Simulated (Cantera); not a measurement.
A closed system holds: 1 mol MgCl2, 37 mol H2, 0.54 mol N2, at 1477 °C and 1.70 Pa.

These are equilibrium values from Cantera (NASA tables, ideal gas, pure condensed phases), not measurements of a reactor. Candidate condensed phases: Mg, MgCl2, NH4Cl; 18 gas species. Equilibrium is a limit: real reactors are often held back by kinetics, nucleation or transport.

**Question.** What is the equilibrium state?

**Answer.** 
```
Item                                  Value
--------------------------------  ---------
x(H2)                                 0.861
x(H)                                 0.0523
x(HCl)                               0.0467
x(Mg)                                0.0244
x(N2)                                0.0133
x(Cl)                               0.00219
x(MgCl2)                           0.000114
x(MgCl)                             5.55e-5
x(MgH)                              1.22e-6
gas amount                        40.64 mol
log10 activity of Mg(l) (absent)      -7.44
```
